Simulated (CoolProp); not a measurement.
Vapour-liquid equilibrium of R227EA (1) + isobutane (2) at 11.55 °C; x and y are mole fractions of (1).

The numbers come from the multi-fluid Helmholtz-energy mixture model, Lemmon 2016 and Bücker 2006; pair parameters Bell 2016 in CoolProp.

Q: Give the bubble pressure and the first vapour's composition at x = 0.05, 0.125, 0.725. Is there an azeotrope?

A: x = 0.05: 2.749 bar, y = 0.183; x = 0.125: 3.174 bar, y = 0.326; x = 0.725: 3.700 bar, y = 0.644. y crosses x between x = 0.5 and 0.575: the model has an azeotrope there.

The pair parameters rest on a limited set of measurements; away from them the model extrapolates.
